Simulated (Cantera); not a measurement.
Input: 1 mol Si2Cl6, 240 mol H2, equilibrated at 1023.15 K and 1330 Pa.

Method: chemical equilibrium by Gibbs-energy minimisation in Cantera with the NASA 1993 tables (ideal gas, pure condensed phases). Candidate condensed phases: Si; 19 gas species. The feed counts by its element totals alone. The tables' values for SiCl3 are old estimates; treat these amounts as uncertain. The numbers say what is thermodynamically allowed, not how fast it happens.

Base state: H2 0.982, HCl 0.0149, SiCl4 0.00148, SiHCl3 0.000828, SiCl2 0.000403, SiCl3 0.000168, SiH2Cl2 5.11e-5 (mole fractions); condensed: Si(s).

**Question.** What changes in the equilibrium state with this change: temperature from 1023.15 K to 1198.15 K?

**Answer.** 
```csv
species,before,after
H2,0.982,0.977
HCl,0.0149,0.0217
SiCl2,0.000403,0.00114
SiCl4,0.00148,5.45e-5
SiHCl3,0.000828,6.60e-5
SiH2Cl2,5.11e-5,1.04e-5
SiCl3,0.000168,8.38e-5
"Si(s), mol",1.29,1.67
```

**Question.** What changes in the equilibrium state with this change: H2 from 240 to 5.2 mol?

**Answer.** 
| species | before | after |
|---|---|---|
| H2 | 0.982 | 0.735 |
| SiCl4 | 0.00148 | 0.184 |
| HCl | 0.0149 | 0.0431 |
| SiHCl3 | 0.000828 | 0.0266 |
| SiCl3 | 0.000168 | 0.00626 |
| SiCl2 | 0.000403 | 0.00449 |
| SiH2Cl2 | 5.11e-5 | 0.000426 |
| Si(s), mol | 1.29 | 0.501 |
